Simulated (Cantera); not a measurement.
What does this Cantera script print?

```python
import numpy as np
import cantera as ct

surf = ct.Interface("ptcombust.yaml", "Pt_surf")
gas = surf.adjacent["gas"]
gas.TPX = 848, 190000, {'CO': 0.0023, 'O2': 0.025, 'N2': 0.79, 'H2O': 0.013}
surf.TP = 848, 190000
reactor = ct.FlowReactor(gas, clone=False)
reactor.area = 0.0001  # m2
reactor.surface_area_to_volume_ratio = 2700  # 1/m
reactor.mass_flow_rate = 1.7 * reactor.area * gas.density  # inlet velocity 1.7 m/s
reactor.energy_enabled = False
wall = ct.ReactorSurface(surf, reactor, clone=False)
net = ct.ReactorNet([reactor])
net.rtol, net.atol = 1e-8, 1e-16
show, cover = ['CO', 'O2', 'H2O', 'CO2'], ['PT(S)', 'H(S)', 'O(S)', 'OH(S)', 'CO(S)', 'C(S)']

rows = []
print(f"{'z/m':>9s}{'u/(m/s)':>9s}" + "".join(f"{s:>13s}" for s in show + cover))
for z in [0.00019, 0.00033, 0.00059, 0.001, 0.0019, 0.0033, 0.0059, 0.01, 0.019]:
    net.advance(z)
    rows.append([reactor.speed, *gas[show].X, *surf[cover].coverages])
    print(f"{z:9.4g}{rows[-1][0]:9.3g}" + "".join(f"{x:13.4e}" for x in rows[-1][1:]))
```

It prints:

```
      z/m  u/(m/s)           CO           O2          H2O          CO2        PT(S)         H(S)         O(S)        OH(S)        CO(S)         C(S)
  0.00019      1.7   5.3605e-04   2.9025e-02   1.5675e-02   2.2371e-03   8.9527e-02   5.6104e-08   9.0589e-01   4.1194e-03   4.5056e-04   4.1206e-16
  0.00033      1.7   3.1222e-04   2.8916e-02   1.5676e-02   2.4613e-03   8.4001e-02   5.0829e-08   9.1176e-01   4.0033e-03   2.2963e-04   1.9578e-16
  0.00059      1.7   1.2690e-04   2.8826e-02   1.5678e-02   2.6468e-03   8.0244e-02   4.7357e-08   9.1574e-01   3.9215e-03   8.4820e-05   6.8781e-17
    0.001      1.7   3.3480e-05   2.8781e-02   1.5678e-02   2.7404e-03   7.8564e-02   4.5833e-08   9.1752e-01   3.8841e-03   2.1411e-05   1.6966e-17
   0.0019      1.7   1.9372e-06   2.8765e-02   1.5679e-02   2.7720e-03   7.8024e-02   4.5348e-08   9.1810e-01   3.8720e-03   1.2212e-06   9.6043e-19
   0.0033      1.7   2.3488e-08   2.8764e-02   1.5679e-02   2.7739e-03   7.7992e-02   4.5319e-08   9.1813e-01   3.8712e-03   1.4794e-08   1.1629e-20
   0.0059      1.7   6.4955e-12   2.8764e-02   1.5679e-02   2.7739e-03   7.7991e-02   4.5319e-08   9.1813e-01   3.8712e-03   4.0911e-12   3.2159e-24
     0.01      1.7   3.5334e-17   2.8764e-02   1.5679e-02   2.7739e-03   7.7991e-02   4.5319e-08   9.1813e-01   3.8712e-03   8.7993e-17   6.9845e-29
    0.019      1.7  -3.0557e-18   2.8764e-02   1.5679e-02   2.7739e-03   7.7991e-02   4.5319e-08   9.1813e-01   3.8712e-03   1.3514e-19   7.0965e-31
```

Model: Deutschmann's 1995 Pt surface mechanism with GRI-Mech 3.0 gas chemistry, integrated in Cantera. Catalytic surfaces can have several steady states; this one follows from the mechanism file's or the stated starting coverage. Mass transfer to the wall is taken as infinitely fast.
